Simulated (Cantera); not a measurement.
**Ammonia decomposition in nitride growth gas**

An isothermal, constant-pressure homogeneous reactor starts with 20.0 % NH₃, 80.0 % H₂, at 1525 K and 64000 Pa.

Computed with Cantera and the gas-phase N/H chemistry of the illustrative SiF4/NH3 mechanism in the Surface Chemkin manual (1991). Walls and surfaces, which speed up NH3 decomposition in real reactors, are not modelled.

```tsv
t (s)	x NH₃	x H₂	x N₂H₄	x NH₂	x N₂
7.00e-6	0.200	0.800	<1e-12	7.65e-9	<1e-12
3.94e-5	0.200	0.800	<1e-12	4.24e-8	<1e-12
0.000222	0.200	0.800	2.59e-12	2.38e-7	2.64e-12
0.00125	0.200	0.800	8.79e-11	1.34e-6	1.51e-9
0.00705	0.200	0.800	2.35e-9	6.87e-6	3.37e-7
0.0397	0.200	0.800	8.25e-9	1.29e-5	1.53e-5
0.224	0.200	0.800	8.26e-9	1.29e-5	0.000117
1.26	0.198	0.801	8.15e-9	1.28e-5	0.000688
7.10	0.191	0.805	7.60e-9	1.24e-5	0.00376
40.0	0.158	0.825	5.33e-9	1.04e-5	0.0176
```
x: mole fraction; the columns are a selection and need not sum to one.

Equilibrium at this temperature and pressure: NH₃ 9.19e-6, H₂ 0.917, N₂H₄ <1e-12, NH₂ 6.44e-10, N₂ 0.0833 (gas phase only).
